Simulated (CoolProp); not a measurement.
C3F8 (R218) at several states: density (kg/m³) from the reference equation and from simpler models built on Tc = 71.9 °C, pc = 26.40 bar, ω = 0.317; each cubic takes its own stable root.

Computed with CoolProp (reference Helmholtz-energy equation of state, Lemmon 2006). It is a short technical equation, of lower accuracy than the large ones.

```csv
T (°C),p (bar),phase,reference,van der Waals,Redlich-Kwong,Soave-Redlich-Kwong,Peng-Robinson
-58.95,1.49,liquid,1696,16.61,1544,1609,1817
-56.15,4.85,liquid,1687,1047,1536,1602,1808
-5.55,1.41,gas,12.48,12.28,12.39,12.45,12.48
```

At some of these states van der Waals gives the other phase, because its saturation line lies elsewhere.
